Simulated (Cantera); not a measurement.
## Equilibrium for sublimation and decomposition of ceramics: MgO + H2

A closed system holds: 1 mol MgO, 0.63 mol H2, equilibrated at 0.0210 Torr.

These are equilibrium values from Cantera (NASA tables, ideal gas, pure condensed phases), not measurements of a reactor. Candidate condensed phases: H2O, Mg, MgO, Mg(OH)2; 15 gas species. The tables' values for MgH are old estimates; treat these amounts as uncertain. Kinetics and transport are ignored.

```tsv
T (K)	x H2	x Mg	x H	x O	x H2O	x O2	x OH	n MgO(s)
1750	0.792	0.0844	0.0391	9.47e-6	0.0842	4.49e-7	0.000244	0.941
1900	0.437	0.232	0.0991	0.000720	0.227	0.000163	0.00422	0.795
2050	0.0920	0.409	0.130	0.0386	0.245	0.0440	0.0378	0.384
2200	0.0489	0.394	0.235	0.140	0.0622	0.0752	0.0418	0
2350	0.0212	0.335	0.344	0.235	0.00771	0.0354	0.0215	0
2500	0.00625	0.314	0.376	0.285	0.000578	0.0108	0.00720	0
2650	0.00187	0.309	0.383	0.301	4.58e-5	0.00298	0.00229	0
2800	0.000621	0.307	0.385	0.305	4.48e-6	0.000882	0.000782	0
2950	0.000229	0.307	0.386	0.306	5.46e-7	0.000290	0.000294	0
```
x: gas mole fraction; n: condensed amount in mol.

From 1750 K to 2050 K the condensed part is MgO(s). From 2200 K to 2950 K nothing is condensed. The main Mg-bearing gas is Mg throughout.
